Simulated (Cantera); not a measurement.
## Transport properties of process gases

Gas mixture: 100 % NO, at 0.00168 atm, frozen composition.

Cantera's kinetic-theory transport with the Lennard-Jones parameters of GRI-Mech 3.0, ideal gas; thermal conductivity in the multicomponent form. The composition is frozen, though it would react at the higher temperatures.

```
T (K)  ρ (kg/m³)  cp (J/kg/K)  μ (µPa s)  λ (mW/m/K)     Pr  D (cm²/s) OH  D (cm²/s) CH3  D (cm²/s) C2H2
-----  ---------  -----------  ---------  ----------  -----  ------------  -------------  --------------
400      0.00153        998.6       23.1        32.5  0.711           308            221             165
600      0.00102         1041       30.6        45.0  0.708           613            445             334
800     0.000767         1092       37.1        57.3  0.708           993            724             547
1000    0.000614         1133       42.9        68.8  0.707          1440           1050             797
1200    0.000511         1159       48.4        79.3  0.707          1950           1430            1080
1400    0.000438         1181       53.4        89.3  0.707          2520           1840            1400
```
D: mixture-averaged diffusion coefficient of that species in the mixture.
